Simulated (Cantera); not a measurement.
Cantera run, input and output.

```python
import numpy as np
import cantera as ct

gas = ct.Solution("gri30.yaml")
gas.TPX = 1875, 101325, {'CH4': 1, 'N2': 12}
reactor = ct.IdealGasConstPressureReactor(gas, energy="off", clone=False)
net = ct.ReactorNet([reactor])
net.rtol, net.atol = 1e-08, 1e-18
show = ['CH4', 'HCN', 'H2', 'H', 'C2H', 'CH2']
times = np.geomspace(0.0003, 4, 12)

steps = ct.SolutionArray(gas, extra=["t"])
rows = []
print(f"{'t/s':>10s}{'T/K':>9s}{'P/Pa':>11s}" + "".join(f"{s:>11s}" for s in show))
for t in times:
    while net.time < t:
        t_next = net.step()
        steps.append(gas.state, t=t_next)
    rows.append([np.interp(t, steps.t, y) for y in (steps.T, steps.P, *steps(*show).X.T)])
    print(f"{t:10.3e}{rows[-1][0]:9.1f}{rows[-1][1]:11.4g}" + "".join(f"{x:11.3e}" for x in rows[-1][2:]))
rate = np.gradient(steps.T, steps.t)
print("integrator steps:", len(steps.t))
if steps.T.max() > steps.T[0] + 200:
    print(f"time of steepest temperature rise: {steps.t[rate.argmax()]:.4e} s")
gas.TPX = 1875, 101325, {'CH4': 1, 'N2': 12}
gas.equilibrate("TP")
print(f"equilibrium (TP): T = {gas.T:.1f} K  " + "  ".join(f"{s} {gas[s].X[0]:.3e}" for s in show))
```

Output:

```
       t/s      T/K       P/Pa        CH4        HCN         H2          H        C2H        CH2
 3.000e-04   1875.0  1.013e+05  6.179e-02  9.510e-08  1.482e-02  5.108e-05  7.585e-08  3.719e-06
 7.114e-04   1875.0  1.013e+05  4.142e-02  6.110e-07  4.490e-02  1.003e-04  3.340e-07  2.772e-06
 1.687e-03   1875.0  1.013e+05  2.431e-02  1.650e-06  7.164e-02  1.393e-04  5.361e-07  1.670e-06
 4.000e-03   1875.0  1.013e+05  1.222e-02  3.328e-06  8.940e-02  1.718e-04  6.749e-07  9.416e-07
 9.486e-03   1875.0  1.013e+05  5.417e-03  5.502e-06  9.922e-02  1.940e-04  7.654e-07  4.647e-07
 2.250e-02   1875.0  1.013e+05  2.268e-03  7.823e-06  1.037e-01  2.059e-04  8.133e-07  2.075e-07
 5.334e-02   1875.0  1.013e+05  9.498e-04  1.014e-05  1.056e-01  2.112e-04  8.347e-07  8.963e-08
 1.265e-01   1875.0  1.013e+05  4.281e-04  1.257e-05  1.064e-01  2.134e-04  8.433e-07  4.092e-08
 3.000e-01   1875.0  1.013e+05  2.532e-04  1.564e-05  1.066e-01  2.141e-04  8.461e-07  2.432e-08
 7.113e-01   1875.0  1.013e+05  2.242e-04  2.149e-05  1.066e-01  2.142e-04  8.464e-07  2.155e-08
 1.687e+00   1875.0  1.013e+05  2.234e-04  3.656e-05  1.066e-01  2.142e-04  8.463e-07  2.147e-08
 4.000e+00   1875.0  1.013e+05  2.231e-04  7.691e-05  1.066e-01  2.142e-04  8.458e-07  2.145e-08
integrator steps: 1451
equilibrium (TP): T = 1875.0 K  CH4 1.107e-04  HCN 5.418e-02  H2 1.069e-01  H 2.144e-04  C2H 2.035e-07  CH2 1.063e-08
```

Detailed kinetics in Cantera: GRI-Mech 3.0 (53 species, 325 reactions). GRI-Mech 3.0 stops at C3 and has no aromatics, soot or wall deposition, so with more carbon than oxygen in the feed, carbon stays in small species such as C2H2 where larger ones or solid carbon would form.
